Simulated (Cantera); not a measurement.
**Thermodynamics of silicon carbide growth, feed CH3SiCl3 + C2H4 + H2**

Charge: 1 mol CH3SiCl3, 0.022 mol C2H4, 110 mol H2, at 1773.15 K.

Method: chemical equilibrium by Gibbs-energy minimisation in Cantera with the NASA 1993 tables (ideal gas, pure condensed phases). Candidate condensed phases: C, C6H6, C7H8, C8H18, Si, SiC; 109 gas species. The feed counts by its element totals alone. Kinetics and transport are ignored.

From 0.00100 bar to 0.100 bar the condensed part is C(graphite) + SiC(s). From 0.320 bar to 1.00 bar the condensed part is SiC(s). The main Si-bearing gas is SiCl2 throughout.

| P (Pa) | log p H2 | log p HCl | log p H | log p CH4 | log p Cl | n C(graphite) | n SiC(s) |
|---|---|---|---|---|---|---|---|
| 100 | -3.02 | -4.58 | -5.05 | -9.11 | -6.73 | 0.0245 | 0.988 |
| 320 | -2.51 | -4.08 | -4.80 | -8.09 | -6.48 | 0.0204 | 0.992 |
| 1000 | -2.01 | -3.58 | -4.55 | -7.10 | -6.23 | 0.0185 | 0.994 |
| 3200 | -1.51 | -3.07 | -4.30 | -6.09 | -5.98 | 0.0161 | 0.994 |
| 10000 | -1.01 | -2.58 | -4.05 | -5.10 | -5.73 | 0.00965 | 0.994 |
| 32000 | -0.51 | -2.07 | -3.80 | -4.14 | -5.48 | 0 | 0.994 |
| 100000 | -0.01 | -1.58 | -3.55 | -3.39 | -5.23 | 0 | 0.989 |
log p: log10 of the partial pressure in bar; n: condensed amount in mol.
